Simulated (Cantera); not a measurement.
Mixture: CH₄ : O₂ : N₂ = 1 : 1.11 : 6.44 (molar parts), equivalence ratio 1.8, at 5.00 bar, adiabatic and at constant volume. Ignition delay is the time to a rise of 400 K.

Cantera simulation using GRI-Mech 3.0 (53 species, 325 reactions); the numbers are that mechanism's predictions, not measurements.

Question: What does this change do: constant pressure in place of constant volume?

Answer: 
```
quantity                                                before       after
--------------------------------------------------  ----------  ----------
delay at 1250 K                                        10.3 ms     11.1 ms
delay at 1400 K                                        1.79 ms     1.95 ms
delay at 1550 K                                       0.363 ms    0.400 ms
delay at 1700 K                                        89.2 µs     98.5 µs
delay at 1850 K                                        28.0 µs     31.1 µs
apparent activation energy between 1700 and 1850 K  200 kJ/mol  200 kJ/mol
```
